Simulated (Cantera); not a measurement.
Feed: 1 mol CS₂, a varied amount of H₂O, equilibrated at 2425 K and 33.0 bar.

These are equilibrium values from Cantera (NASA tables, ideal gas, pure condensed phases), not measurements of a reactor. Candidate condensed phases: C, C₆H₆, C₇H₈, C₈H₁₈, H₂O, H₂SO₄, S; 123 gas species. The ideal-gas law is rough above about 30 bar. Rates play no part.

x: gas mole fraction; n: condensed amount in mol.

```csv
n(H₂O) (mol),x CS₂,x CO,x S₂,x H₂,x H₂O,x H₂S,x CS,x SH,x CO₂,n C(graphite)
0.069,0.634,0.0578,0.170,0.0341,1.92e-6,0.0184,0.0689,0.0118,5.43e-7,0.109
0.093,0.607,0.0751,0.163,0.0453,3.31e-6,0.0239,0.0674,0.0134,9.16e-7,0.0878
0.13,0.569,0.0994,0.153,0.0615,5.94e-6,0.0314,0.0653,0.0151,1.60e-6,0.0552
0.17,0.533,?,0.143,?,?,?,0.0632,0.0164,?,?
0.23,0.470,0.154,0.149,0.0974,1.72e-5,0.0492,0.0546,0.0187,4.55e-6,0
0.31,0.388,0.189,0.169,0.118,3.54e-5,0.0635,0.0422,0.0220,9.49e-6,0
0.42,0.293,0.229,0.193,0.140,7.64e-5,0.0804,0.0299,0.0255,2.09e-5,0
0.56,?,?,?,?,?,?,?,?,?,0
0.76,0.0929,0.310,0.242,0.183,0.000536,0.118,0.00847,0.0327,0.000152,0
1,0.00897,0.339,0.259,0.200,0.00711,0.133,0.000790,0.0354,0.00201,0
1.4,0.000504,0.283,0.222,0.203,0.0915,0.125,4.80e-5,0.0330,0.0214,0
1.9,0.000173,0.230,0.181,0.203,0.178,0.113,1.82e-5,0.0298,0.0336,0
```

Question: Complete the blanks.

Answer: 
- 0.56, x CS₂: 0.197
- 0.56, x CO: 0.268
- 0.56, x S₂: 0.216
- 0.56, x H₂: 0.161
- 0.56, x H₂O: 0.000172
- 0.56, x H₂S: 0.0982
- 0.56, x CS: 0.0190
- 0.56, x SH: 0.0290
- 0.56, x CO₂: 4.78e-5
- 0.17, x CO: 0.123
- 0.17, x H₂: 0.0776
- 0.17, x H₂O: 9.27e-6
- 0.17, x H₂S: 0.0384
- 0.17, x CO₂: 2.45e-6
- 0.17, n C(graphite): 0.0196
